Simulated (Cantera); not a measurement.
Feed: 1 mol c-C4F8, 0.93 mol H2, at 100 Torr.

Method: chemical equilibrium by Gibbs-energy minimisation in Cantera with the NASA 1993 tables (ideal gas, pure condensed phases). Candidate condensed phases: C, C6H6, C7H8, C8H18; 95 gas species. The feed counts by its element totals alone. Condensed phases not in the tables: fluorocarbon polymer. Gases not in the tables: C2F6 and larger saturated fluorocarbons. Equilibrium is a limit: real reactors are often held back by kinetics, nucleation or transport.

x: gas mole fraction; n: condensed amount in mol.

```csv
T (K),x HF,x CF4,x CF2,x F,x CF3,x CHF3,n C(graphite)
773,0.548,0.452,<1e-12,<1e-12,<1e-12,2.38e-7,2.46
873,0.548,0.452,7.03e-12,<1e-12,5.67e-11,5.08e-7,2.46
973,0.548,0.452,3.88e-10,7.98e-12,1.44e-9,9.27e-7,2.46
1073,0.548,0.452,1.00e-8,3.04e-10,2.01e-8,1.51e-6,2.46
1173,0.548,0.452,[?],[?],[?],[?],2.46
1273,0.548,0.452,1.43e-6,7.95e-8,1.11e-6,3.20e-6,2.46
1373,0.548,0.452,9.88e-6,7.01e-7,5.32e-6,4.30e-6,2.46
1473,0.548,0.452,5.22e-5,4.60e-6,2.05e-5,5.56e-6,2.46
1573,0.548,0.452,[?],[?],[?],[?],2.46
1673,0.548,0.451,0.000793,0.000101,0.000187,8.49e-6,2.46
1773,0.547,0.450,0.00244,0.000365,0.000466,1.01e-5,2.46
1873,0.545,0.446,0.00662,0.00115,0.00105,1.18e-5,2.45
```

Question: What belongs in the gaps?

Answer: 
- 1173, x CF2: 1.49e-7
- 1173, x F: 6.22e-9
- 1173, x CF3: 1.78e-7
- 1173, x CHF3: 2.27e-6
- 1573, x CF2: 0.000222
- 1573, x F: 2.38e-5
- 1573, x CF3: 6.65e-5
- 1573, x CHF3: 6.96e-6
